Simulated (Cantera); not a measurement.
Input: 1 mol Si, 2.9 mol CO, at 1950 K and 7.90 bar.

These are equilibrium values from Cantera (NASA tables, ideal gas, pure condensed phases), not measurements of a reactor. The tables hold silica as quartz up to 1696 K and as liquid above; real silica turns to tridymite and cristobalite and melts near 1996 K. The numbers say what is thermodynamically allowed, not how fast it happens.

```
species                 before    after
--------------------  --------  -------
CO                       0.996    0.997
CO₂                   0.000256  0.00278
SiO                    0.00361  2.11e-7
C(graphite), mol          2.00     2.00
SiO₂(condensed), mol     0.997        0
SiO₂(β-quartz), mol          0     1.00
```
Gas species are given as mole fractions.

Which change was made?
A. pressure from 7.90 bar to 1 atm
B. temperature from 1950 K to 1575 K
C. temperature from 1950 K to 1100 K
D. pressure from 7.90 bar to 2.40 bar

B, temperature from 1950 K to 1575 K
